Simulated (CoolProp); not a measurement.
A Linde-Hampson liquefier for carbon monoxide: isothermal reversible compression at 290 K from 1 atm to 10 MPa, throttling to 1 atm, return gas leaving the recuperator 5 K below the feed. Each further row changes one setting.

The numbers come from the reference Helmholtz-energy equation of state, Lemmon 2006 in CoolProp. It is a short technical equation, of lower accuracy than the large ones.

```tsv
case	liquid yield per pass	compression work (kJ/kg of gas)
as stated	___	393
high pressure 20 MPa	0.083	453
warm-end temperature 320 K	___	436
warm-end gap 10 K	___	393
```

Question: Some entries are withheld; supply them.

Answer: 
- as stated, liquid yield per pass: 0.045
- warm-end temperature 320 K, liquid yield per pass: 0.031
- warm-end gap 10 K, liquid yield per pass: 0.033
